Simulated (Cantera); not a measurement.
What does this Cantera script print?

```python
import numpy as np
import cantera as ct

gas_names = """
    CL CL2 H HCL H2 Si SiCL SiCL2 SiCL3 SiCL4 SiH SiHCL3 SiH2 SiH2CL2 SiH3 SiH3CL SiH4 Si2 Si3
""".split()
cond_names = """
    Si(cr) Si(L)
""".split()


# ... load() reads the species with a 1 bar reference pressure and builds the phases ...
atoms = {
    'SiCl4': {'Si': 1, 'CL': 4},
    'Cl2': {'CL': 2},
    'H2': {'H': 2},
}
top_T = {}  # K; cautious upper limits of use, not melting points


# ... equilibrate(T, P, feed) seeds the gas with the atoms and calls Mixture.equilibrate('TP', solver="vcs", rtol=1e-11, max_steps=5000) ...
results = []
feed = {'SiCl4': 1, 'Cl2': 0.64, 'H2': 4}  # mol
T = 1148.15  # K
P = 20000  # Pa
mix = equilibrate(T, P, feed)
results.append((T, P, feed, dict(zip(mix.species_names, mix.species_moles))))
print(gas.report(threshold=0.0001))
for i in range(1, mix.n_phases):
    print(f"{mix.phase(i).name:16s} {mix.phase_moles(i):12.5e} mol")
```

Result:

```
       temperature   1148.2 K
          pressure   20000 Pa
           density   0.08284 kg/m^3
  mean mol. weight   39.541 kg/kmol
   phase of matter   gas

                          1 kg             1 kmol
                     ---------------   ---------------
          enthalpy       -2.5532e+06       -1.0095e+08  J
   internal energy       -2.7946e+06        -1.105e+08  J
           entropy            6521.8        2.5788e+05  J/K
    Gibbs function       -1.0041e+07       -3.9704e+08  J
 heat capacity c_p            1125.3             44496  J/K
 heat capacity c_v            915.05             36182  J/K

                      mass frac. Y      mole frac. X     chem. pot. / RT
                     ---------------   ---------------   ---------------
               HCL           0.21923           0.23777           -37.355
                H2          0.029835           0.58517           -20.005
             SiCL2        0.00079449        0.00031737           -65.167
             SiCL3         0.0074361         0.0021871            -92.52
             SiCL4           0.71442           0.16628           -119.87
            SiHCL3          0.028146         0.0082169           -102.52
     [  +13 minor]        0.00013014        5.1126e-05

Si(cr)            0.00000e+00 mol
```

These are equilibrium values from Cantera (NASA tables, ideal gas, pure condensed phases), not measurements of a reactor. The tables' values for SiCl3 are old estimates; treat these amounts as uncertain.
